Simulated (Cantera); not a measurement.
An adiabatic, constant-pressure homogeneous reactor starts with 24.2 % CO, 0.750 % H₂, 0.822 % CH₄, 12.8 % O₂, 48.1 % N₂, 13.3 % H₂O, equivalence ratio 1.1, at 1200 K and 6.22 atm.

Model: GRI-Mech 3.0 (53 species, 325 reactions), integrated in Cantera.

One state of this run: T (K) = 2654; x CO = 0.0595; x H₂ = 0.00672; x CH₄ = <1e-12; x OH = 0.00914; x O = 0.00137; x CH₂O = 1.01e-9; x C₂H₆ = <1e-12. x: mole fraction; the columns are a selection and need not sum to one.

Which value of t (s) does it belong to?
A. 2.26e-5
B. 0.393
C. 1.00e-5
D. 5.09e-5

B, 0.393
